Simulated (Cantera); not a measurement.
# Pyrogenic steam for wet oxidation

A perfectly stirred reactor is fed with 11.5 % H2, 22.1 % O2, 66.4 % N2, at 100.0 Torr; it is held at 850 K, and followed from long to short residence time.

Cantera simulation using the H2/O2 subset of GRI-Mech 3.0, which has no nitrogen chemistry; the numbers are that mechanism's predictions, not measurements. Radical loss at walls, strong at low pressure, is not modelled. Below about 950 K walls govern HO2 and H2O2 in real vessels. The temperature is held fixed by assumption; the heat of reaction is taken as removed at once.

```tsv
τ (s)	x H2	x O2	x H2O	x H	x O
0.69	0.0163	0.180	0.105	9.65e-6	1.03e-5
0.29	0.0179	0.181	0.103	2.27e-5	2.21e-5
0.12	0.0208	0.182	0.0999	5.36e-5	4.46e-5
0.051	0.0255	0.184	0.0949	0.000121	8.24e-5
0.022	0.0320	0.187	0.0878	0.000265	0.000143
0.0092	0.0414	0.191	0.0777	0.000576	0.000239
0.0039	0.0535	0.196	0.0645	0.00117	0.000375
```
x: mole fraction; the columns are a selection and need not sum to one.
